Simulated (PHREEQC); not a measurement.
1 kg of water holding 0.026 mol KCl, 0.094 mol Na2SO4, 0.0098 mol Na2CO3, 0.11 mol NaCl and 0.0049 mol Na2B4O7 is evaporated at 30 °C; the solids stay in contact with the brine. No CO2 enters from the air. The run lets Arcanite, Burkeite, Glaserite, Halite, Kalicinite, Mirabilite, Misenite, Nahcolite, Natron, Sylvite, Thenardite, Trona, Borax, Boric_acid,s, KB5O8:4H2O, K2B4O7:4H2O, NaBO2:4H2O, NaB5O8:5H2O, Teepleite precipitate or redissolve, and no other solid.

The numbers come from PHREEQC with the Pitzer model, pitzer.dat.

```json
[
 {"water left (kg)": "1", "ionic strength": "0.452", "water activity": "0.991", "Halite (mol)": "0", "Thenardite (mol)": "0", "Glaserite (mol)": "0", "Burkeite (mol)": "0"},
 {"water left (kg)": "0.6755", "ionic strength": "0.669", "water activity": "0.987", "Halite (mol)": "0", "Thenardite (mol)": "0", "Glaserite (mol)": "0", "Burkeite (mol)": "0"},
 {"water left (kg)": "0.4563", "ionic strength": "0.990", "water activity": "0.981", "Halite (mol)": "0", "Thenardite (mol)": "0", "Glaserite (mol)": "0", "Burkeite (mol)": "0"},
 {"water left (kg)": "0.3751", "ionic strength": "1.20", "water activity": "0.977", "Halite (mol)": "0", "Thenardite (mol)": "0", "Glaserite (mol)": "0", "Burkeite (mol)": "0"},
 {"water left (kg)": "0.2534", "ionic strength": "1.78", "water activity": "…", "Halite (mol)": "0", "Thenardite (mol)": "0", "Glaserite (mol)": "0", "Burkeite (mol)": "0"},
 {"water left (kg)": "0.1712", "ionic strength": "2.64", "water activity": "0.950", "Halite (mol)": "0", "Thenardite (mol)": "0", "Glaserite (mol)": "0", "Burkeite (mol)": "0"},
 {"water left (kg)": "0.1157", "ionic strength": "3.92", "water activity": "0.926", "Halite (mol)": "0", "Thenardite (mol)": "0", "Glaserite (mol)": "0", "Burkeite (mol)": "0"},
 {"water left (kg)": "0.09517", "ionic strength": "4.77", "water activity": "0.908", "Halite (mol)": "0", "Thenardite (mol)": "0", "Glaserite (mol)": "0", "Burkeite (mol)": "0"},
 {"water left (kg)": "0.06438", "ionic strength": "7.07", "water activity": "0.858", "Halite (mol)": "0", "Thenardite (mol)": "0", "Glaserite (mol)": "0", "Burkeite (mol)": "0"},
 {"water left (kg)": "0.04345", "ionic strength": "8.91", "water activity": "0.799", "Halite (mol)": "0", "Thenardite (mol)": "…", "Glaserite (mol)": "0", "Burkeite (mol)": "0"},
 {"water left (kg)": "0.0293", "ionic strength": "8.86", "water activity": "0.753", "Halite (mol)": "0", "Thenardite (mol)": "0.0636", "Glaserite (mol)": "0", "Burkeite (mol)": "0"},
 {"water left (kg)": "0.01974", "ionic strength": "9.36", "water activity": "…", "Halite (mol)": "0.0267", "Thenardite (mol)": "0.0773", "Glaserite (mol)": "0.00105", "Burkeite (mol)": "0"},
 {"water left (kg)": "0.0162", "ionic strength": "9.53", "water activity": "0.714", "Halite (mol)": "0.0478", "Thenardite (mol)": "0.0772", "Glaserite (mol)": "0.00247", "Burkeite (mol)": "0"},
 {"water left (kg)": "0.01089", "ionic strength": "9.61", "water activity": "0.713", "Halite (mol)": "0.0772", "Thenardite (mol)": "0.0724", "Glaserite (mol)": "0.00452", "Burkeite (mol)": "…"},
 {"water left (kg)": "0.0073", "ionic strength": "9.61", "water activity": "0.713", "Halite (mol)": "0.0966", "Thenardite (mol)": "0.0674", "Glaserite (mol)": "0.00589", "Burkeite (mol)": "0.00479"}
]
```

Fill in the missing entries.


- 0.2534, water activity: 0.966
- 0.04345, Thenardite (mol): 0.0218
- 0.01974, water activity: 0.716
- 0.01089, Burkeite (mol): 0.00233
